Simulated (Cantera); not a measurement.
A perfectly stirred reactor is fed with N₂O = 1 (molar parts), at 5.48 Torr; it is held at 1150 K, and followed from long to short residence time.

Computed with Cantera and GRI-Mech 3.0 (53 species, 325 reactions). GRI-Mech 3.0 was tuned for natural gas; its chemistry of N2O as a main component is partial and can be far from experiment. Radical loss at walls, strong at low pressure, is not modelled. The mechanism lacks the step 2 NO + O2 → 2 NO2, which can matter for NO2 below about 1400 K. The temperature is held fixed by assumption; the heat of reaction is taken as removed at once.

Task: What does this change do: pressure from 5.48 Torr to 1.01 bar?

Result: 
| quantity | before | after |
|---|---|---|
| x(N₂O) at τ = 0.600 s | 0.998 | 0.841 |
| x(N₂) at τ = 0.600 s | 0.000960 | 0.102 |
| x(NO) at τ = 0.600 s | 8.57e-5 | 0.00862 |
| x(O) at τ = 0.600 s | 8.10e-7 | 7.06e-7 |
| x(O₂) at τ = 0.600 s | 0.000458 | 0.0486 |
| x(N₂O) at τ = 11.0 ms | 1.000 | 0.996 |
| x(N₂) at τ = 11.0 ms | 1.69e-5 | 0.00229 |
| x(NO) at τ = 11.0 ms | 1.45e-6 | 0.000204 |
| x(O) at τ = 11.0 ms | 7.46e-7 | 7.61e-7 |
| x(O₂) at τ = 11.0 ms | 7.74e-6 | 0.00109 |
